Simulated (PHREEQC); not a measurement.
PHREEQC input (ion-association model, wateq4f.dat):

```
SOLUTION_MASTER_SPECIES
  An  An-  0  An  62.0  # stands for a non-complexing anion
SOLUTION_SPECIES
  An- = An-
    -log_k 0
    -gamma 3.0 0
PHASES
  Fix_H+
    H+ = H+
    -log_k 0
SOLUTION 1
  temp 25
  units mmol/kgw
  pH 7 charge
  Cl 0.054
  Mg 0.027
  Na 50
  An 50
END
SELECTED_OUTPUT 1
  -reset false
  -pH true
  -pe true
  -ionic_strength true
  -water true
  -totals Cl Mg Na
  -molalities Hfo_wOH Hfo_wOH2+ Hfo_wO- Hfo_sOH Hfo_sOH2+ Hfo_sO- Hfo_wOMg+
  -saturation_indices Brucite Halite
USER_PUNCH 1
  -headings sigma psi
  10 PUNCH EDL("sigma", "Hfo"), EDL("psi", "Hfo")
PRINT
  -reset false
USE solution 1
SURFACE 1
  Hfo_wOH 0.00247191 600 1.1
  Hfo_sOH 6.17978e-05
EQUILIBRIUM_PHASES 1
  Fix_H+ -3 HAn 10
    -force_equality true
  O2(g) -0.68 10
END
# ... the last block is repeated for the other 12 points of pH, with NaOH or the acid as the point needs
```

Selected output (columns that matter, 11 of 13 rows; pH added in front):

```
pH	mu	Mg	Na	m_Hfo_wOH	m_Hfo_wOH2+	m_Hfo_wO-	m_Hfo_sOH	m_Hfo_sOH2+	m_Hfo_sO-	m_Hfo_wOMg+	si_Brucite	si_Halite	sigma	psi
3	0.052477	2.7e-05	0.05	8.6776e-05	0.0023851	7.2328e-08	2.1694e-06	5.9627e-05	1.8082e-09	3.9702e-14	-15.73	-7.3282	0.35741	0.16865
3.5	0.0516	2.7e-05	0.05	0.00023121	0.0022401	5.467e-07	5.7803e-06	5.6004e-05	1.3668e-08	3.7444e-13	-14.728	-7.3271	0.33562	0.16586
4	0.051206	2.7e-05	0.05	0.00049974	0.0019693	2.9052e-06	1.2493e-05	4.9232e-05	7.2631e-08	3.2978e-12	-13.728	-7.3266	0.29467	0.15939
5	0.050713	2.7e-05	0.05	0.0012079	0.001237	2.7021e-05	3.0198e-05	3.0925e-05	6.7553e-07	2.0764e-10	-11.727	-7.3259	0.18132	0.13486
5.5	0.05053	2.6998e-05	0.05	0.0014924	0.00092432	5.52e-05	3.731e-05	2.3108e-05	1.38e-06	1.5528e-09	-10.726	-7.3257	0.13024	0.1182
6	0.050387	2.6988e-05	0.05	0.001688	0.00068919	9.4711e-05	4.22e-05	1.723e-05	2.3678e-06	1.1582e-08	-9.726	-7.3255	0.089089	0.099325
6.5	0.050278	2.6912e-05	0.05	0.001804	0.00052611	0.00014171	4.5102e-05	1.3153e-05	3.5428e-06	8.821e-08	-8.7271	-7.3254	0.057619	0.078391
7	0.050196	2.6314e-05	0.05	0.0018629	0.00041817	0.00019012	4.6586e-05	1.0457e-05	4.7544e-06	6.8581e-07	-7.7366	-7.3253	0.034275	0.055538
8	0.050054	9.6679e-06	0.050014	0.0018842	0.0002875	0.00028289	4.7437e-05	7.2383e-06	7.1221e-06	1.7332e-05	-6.1713	-7.325	0.0032259	0.0062992
8.5	0.050093	1.6816e-06	0.050122	0.0018725	0.00024161	0.00033246	4.7297e-05	6.1027e-06	8.3975e-06	2.5318e-05	-5.9312	-7.3241	-0.0099163	-0.018971
9	0.050153	2.16e-07	0.050239	0.0018517	0.00019933	0.00039407	4.68e-05	5.0378e-06	9.9597e-06	2.6784e-05	-5.8232	-7.3231	-0.025275	-0.043894
```

The oxide is taken as insoluble; below pH 4 it would dissolve.
